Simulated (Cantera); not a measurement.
Charge: 1 mol Si3N4, 8.4 mol H2O, 8.1 mol H2, 1.8 mol O2, at 1750 K and 12.0 mbar.

Equilibrium computed with Cantera from the NASA thermochemical tables; the gas is ideal and each condensed phase is pure. Candidate condensed phases: H2O, Si, SiO2, Si2N2O, Si3N4; 35 gas species. The tables hold silica as quartz up to 1696 K and as liquid above; real silica turns to tridymite and cristobalite and melts near 1996 K. The numbers say what is thermodynamically allowed, not how fast it happens.

Base state: H2 0.566, H2O 0.324, N2 0.108, H 0.00160, SiO 0.000117, OH 5.36e-5 (mole fractions); condensed: SiO2(condensed).

Task: What changes in the equilibrium state with this change: temperature from 1750 K to 923 K?

Result: 
```csv
species,before,after
H2,0.566,0.568
H2O,0.324,0.324
N2,0.108,0.108
H,0.00160,1.68e-9
SiO,0.000117,<1e-9
OH,5.36e-5,<1e-9
"SiO2(condensed), mol",3.00,0
"SiO2(β-quartz), mol",0,3.00
```

Task: What changes in the equilibrium state with this change: H2O from 8.4 to 2.3 mol?

Result: 
```tsv
species	before	after
H2	0.566	0.822
N2	0.108	0.159
SiO	0.000117	0.0124
H2O	0.324	0.00444
OH	5.36e-5	6.09e-7
H	0.00160	0.00193
SiO2(condensed), mol	3.00	2.84
```
